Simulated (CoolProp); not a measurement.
Benzene at 293.15 K and 0.00766 MPa flows at 3.8 m/s in a round tube of 100 mm bore and 1.5 µm roughness, fully developed (64/Re and Nu = 3.66 if laminar; Colebrook and Gnielinski if turbulent). Each further row changes one setting.

The numbers come from the reference Helmholtz-energy equation of state, Thol 2012 in CoolProp.

```
case              Reynolds number  Darcy friction factor  pressure drop (Pa/m)  heat-transfer coefficient (W/(m² K))  mass flow (kg/h)
----------------  ---------------  ---------------------  --------------------  ------------------------------------  ----------------
as stated                   12600                 0.0291                 0.518                                  3.72              26.5
velocity 7.6 m/s            25200                 0.0245                  1.75                                  6.45              53.0
diameter 200 mm             25200                 0.0245                 0.218                                  3.22               106
```

Viscosity comes from a separate model (Avgeri 2014). Thermal conductivity comes from a separate model (Assael 2012).
